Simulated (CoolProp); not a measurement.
Computed with CoolProp (reference Helmholtz-energy equation of state, Lemmon 2006). It is a short technical equation, of lower accuracy than the large ones.

**Question.** For R142b, give the phase and the Prandtl number, fugacity coefficient at 188.85 °C and 13.4 MPa.

**Answer.** 
- 188.85 °C and 13.4 MPa: supercritical; Prandtl number 2.09, fugacity coefficient 0.448

Viscosity comes from a separate model (Huber 2003), an estimate that may be off by 10 % or more. Thermal conductivity comes from a separate model (Huber 2003), an estimate that may be off by 10 % or more.
